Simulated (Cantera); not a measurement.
What does this Cantera script print?

```python
import numpy as np
import cantera as ct

gas = ct.Solution("gri30.yaml")
gas.TPX = 550, 63000, {'CH4': 1, 'H2': 0.27, 'O2': 2.51, 'N2': 22.9, 'CO2': 0.036}
inlet = ct.Reservoir(gas, clone=True)
gas.equilibrate("HP")  # start burning
reactor = ct.IdealGasConstPressureReactor(gas, energy="on", clone=False)
exhaust = ct.Reservoir(gas, clone=True)
tau = [0.15, 0.042, 0.012, 0.0034, 0.00095, 0.00027, 7.6e-05, 2.1e-05, 6e-06][0]
for a, b in ((inlet, reactor), (reactor, exhaust)):
    ct.MassFlowController(a, b, mdot=lambda t: reactor.mass / tau)
net = ct.ReactorNet([reactor])
show = ['CH4', 'H2', 'O2', 'HCN', 'OH']

rows = []
print(f"{'tau/s':>10s}{'T/K':>9s}" + "".join(f"{s:>11s}" for s in show))
for tau in [0.15, 0.042, 0.012, 0.0034, 0.00095, 0.00027, 7.6e-05, 2.1e-05, 6e-06]:
    net.initial_time = 0.0
    net.advance(30 * tau)
    before = gas.X
    net.advance(40 * tau)
    drift = np.max(np.abs(gas.X - before) / (gas.X + 1e-9))
    rows.append([gas.T, *gas[show].X, drift])
    print(f"{tau:10.3e}{gas.T:9.1f}" + "".join(f"{x:11.3e}" for x in gas[show].X))
```

Output:

```
     tau/s      T/K        CH4         H2         O2        HCN         OH
 1.500e-01   1489.8  1.840e-05  3.670e-04  1.446e-02  2.112e-08  5.412e-04
 4.200e-02   1477.2  4.147e-05  7.746e-04  1.501e-02  5.421e-08  7.638e-04
 1.200e-02   1452.8  9.726e-05  1.488e-03  1.615e-02  1.179e-07  9.954e-04
 3.400e-03   1406.4  2.748e-04  2.607e-03  1.867e-02  2.111e-07  1.110e-03
 9.500e-04    550.0  3.743e-02  1.011e-02  9.395e-02  5.023e-21  6.914e-25
 2.700e-04    550.0  3.743e-02  1.011e-02  9.395e-02  1.714e-24  5.090e-25
 7.600e-05    550.0  3.743e-02  1.011e-02  9.395e-02  1.082e-25  3.599e-25
 2.100e-05    550.0  3.743e-02  1.011e-02  9.395e-02  6.837e-27  2.063e-25
 6.000e-06    550.0  3.743e-02  1.011e-02  9.395e-02  4.319e-28  7.515e-26
```

Detailed kinetics in Cantera: GRI-Mech 3.0 (53 species, 325 reactions).
